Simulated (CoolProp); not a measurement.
n-undecane along the isotherm 620 K: density (kg/m³) from the reference equation and from simpler models built on Tc = 638.8 K, pc = 1.990 MPa, ω = 0.539; each cubic takes its own stable root.

Computed with CoolProp (reference Helmholtz-energy equation of state, Aleksandrov 2011). It is a short technical equation, of lower accuracy than the large ones.

```json
[
 {"p (MPa)": "0.332", "phase": "gas", "reference": "10.89", "van der Waals": "10.66", "Redlich-Kwong": "10.76", "Peng-Robinson": "10.86"},
 {"p (MPa)": "0.663", "phase": "gas", "reference": "23.94", "van der Waals": "22.79", "Redlich-Kwong": "23.27", "Peng-Robinson": "23.74"},
 {"p (MPa)": "0.995", "phase": "gas", "reference": "40.71", "van der Waals": "37.25", "Redlich-Kwong": "38.58", "Peng-Robinson": "39.96"},
 {"p (MPa)": "1.33", "phase": "gas", "reference": "65.82", "van der Waals": "56.00", "Redlich-Kwong": "59.30", "Peng-Robinson": "63.03"},
 {"p (MPa)": "1.66", "phase": "liquid", "reference": "395.5", "van der Waals": "85.49", "Redlich-Kwong": "96.25", "Peng-Robinson": "330.8"},
 {"p (MPa)": "1.99", "phase": "liquid", "reference": "408.3", "van der Waals": "232.5", "Redlich-Kwong": "293.8", "Peng-Robinson": "351.0"},
 {"p (MPa)": "2.32", "phase": "liquid", "reference": "417.7", "van der Waals": "247.9", "Redlich-Kwong": "311.1", "Peng-Robinson": "365.6"},
 {"p (MPa)": "2.65", "phase": "liquid", "reference": "425.3", "van der Waals": "258.2", "Redlich-Kwong": "323.8", "Peng-Robinson": "377.2"},
 {"p (MPa)": "2.99", "phase": "liquid", "reference": "431.9", "van der Waals": "266.4", "Redlich-Kwong": "334.4", "Peng-Robinson": "387.3"},
 {"p (MPa)": "3.32", "phase": "liquid", "reference": "437.5", "van der Waals": "272.8", "Redlich-Kwong": "343.1", "Peng-Robinson": "395.7"},
 {"p (MPa)": "3.65", "phase": "liquid", "reference": "442.5", "van der Waals": "278.4", "Redlich-Kwong": "350.8", "Peng-Robinson": "403.3"},
 {"p (MPa)": "3.98", "phase": "liquid", "reference": "447.0", "van der Waals": "283.2", "Redlich-Kwong": "357.6", "Peng-Robinson": "410.1"},
 {"p (MPa)": "4.31", "phase": "liquid", "reference": "451.1", "van der Waals": "287.6", "Redlich-Kwong": "363.7", "Peng-Robinson": "416.3"},
 {"p (MPa)": "4.64", "phase": "liquid", "reference": "455.0", "van der Waals": "291.5", "Redlich-Kwong": "369.3", "Peng-Robinson": "422.0"},
 {"p (MPa)": "4.98", "phase": "liquid", "reference": "458.6", "van der Waals": "295.2", "Redlich-Kwong": "374.7", "Peng-Robinson": "427.4"}
]
```

At some of these states van der Waals, Redlich-Kwong gives the other phase, because its saturation line lies elsewhere.
